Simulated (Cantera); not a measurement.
A closed system holds: 1 mol Si, 2.2 mol NF3, equilibrated at 650 K and 165 Torr.

Equilibrium computed with Cantera from the NASA thermochemical tables; the gas is ideal and each condensed phase is pure. Candidate condensed phases: Si, Si3N4; 16 gas species. Kinetics and transport are ignored.

Base state: SiF4 0.391, NF3 0.330, N2 0.265, F2 0.0132, F 0.000120 (mole fractions); condensed: gas only.

What changes in the equilibrium state with this change: pressure from 165 Torr to 55.5 Torr?


```json
[
 {"species": "SiF4", "before": "0.391", "after": "0.388"},
 {"species": "NF3", "before": "0.330", "after": "0.318"},
 {"species": "N2", "before": "0.265", "after": "0.267"},
 {"species": "F2", "before": "0.0132", "after": "0.0266"},
 {"species": "F", "before": "0.000120", "after": "0.000295"}
]
```

What changes in the equilibrium state with this change: temperature from 650 K to 1248.15 K?


```
species    before    after
-------  --------  -------
F        0.000120    0.434
N2          0.265    0.253
SiF4        0.391    0.230
NF3         0.330  4.99e-5
F2         0.0132   0.0824
```
